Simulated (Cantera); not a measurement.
Input: 1 mol SiH₄, 1.1 mol O₂, 65 mol H₂, at 0.133 bar.

Cantera equilibrium calculation (NASA polynomials, part measured and part estimated; ideal gas, pure solids and liquids). Candidate condensed phases: H₂O, Si, SiO₂; 18 gas species. The tables hold silica as quartz up to 1696 K and as liquid above; real silica turns to tridymite and cristobalite and melts near 1996 K. Equilibrium is a limit: real reactors are often held back by kinetics, nucleation or transport.

**Question.** At 1302 °C, list the 4 most abundant gas species with their mole fractions, and the condensed phases.

**Answer.** H₂ 0.997, H₂O 0.00302, H 0.000114, SiO 3.34e-5. Condensed: SiO₂(β-quartz).
